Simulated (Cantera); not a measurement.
Cantera run, input and output.

```python
import numpy as np
import cantera as ct

surf = ct.Interface("ptcombust.yaml", "Pt_surf")
gas = surf.adjacent["gas"]
gas.TPX = 300, 2900, {'H2': 0.011, 'O2': 0.071, 'N2': 0.79}
jet = ct.ImpingingJet(gas=gas, width=0.067, surface=surf)
jet.inlet.mdot, jet.inlet.T, jet.inlet.X = 0.034, 300, {'H2': 0.011, 'O2': 0.071, 'N2': 0.79}
jet.set_refine_criteria(ratio=10, slope=0.2, curve=0.3)
show, cover = ['H2', 'O2', 'H2O', 'OH'], ["PT(S)", "H(S)", "O(S)", "OH(S)", "CO(S)", "C(S)"]

rows = []
print(f"{'Ts/K':>7s}" + "".join(f"{s:>11s}" for s in show + cover) + "   (gas at the wall, coverages)")
for i, Ts in enumerate([700, 750, 800, 850, 900, 950]):
    jet.surface.T = Ts
    if i == 0:
        surf.TP = Ts, 2900
        surf.coverages = "PT(S):0.5, O(S):0.5"
        surf.advance_coverages(1.0)
        jet.set_initial_guess(products="inlet")
    jet.solve(loglevel=0, auto=(i == 0))
    rows.append([*(jet.X[gas.species_index(s), -1] for s in show), *surf[cover].coverages])
    print(f"{Ts:7g}" + "".join(f"{x:11.3e}" for x in rows[-1]))
```

Result:

```
   Ts/K         H2         O2        H2O         OH      PT(S)       H(S)       O(S)      OH(S)      CO(S)       C(S)   (gas at the wall, coverages)
    700  1.978e-03  7.009e-02  2.040e-02  1.570e-10  6.981e-02  1.733e-09  9.290e-01  1.234e-03 -2.386e-21 -3.419e-26
    750  1.489e-03  6.960e-02  2.122e-02  9.130e-10  1.007e-01  4.713e-09  8.982e-01  1.073e-03  1.089e-18  4.511e-29
    800  1.067e-03  6.917e-02  2.192e-02  4.009e-09  1.513e-01  1.339e-08  8.478e-01  9.748e-04  1.042e-18  1.606e-27
    850  7.981e-04  6.891e-02  2.234e-02  1.442e-08  2.146e-01  3.384e-08  7.845e-01  8.747e-04  5.701e-16  1.544e-26
    900  6.298e-04  6.875e-02  2.256e-02  4.526e-08  2.847e-01  7.492e-08  7.145e-01  7.705e-04  6.675e-16  2.067e-26
    950  5.220e-04  6.866e-02  2.268e-02  1.253e-07  3.577e-01  1.488e-07  6.416e-01  6.695e-04  1.026e-16  8.569e-26
```

Model: Deutschmann's 1995 Pt surface mechanism with GRI-Mech 3.0 gas chemistry, integrated in Cantera. Catalytic surfaces can have several steady states; this one follows from the mechanism file's or the stated starting coverage.
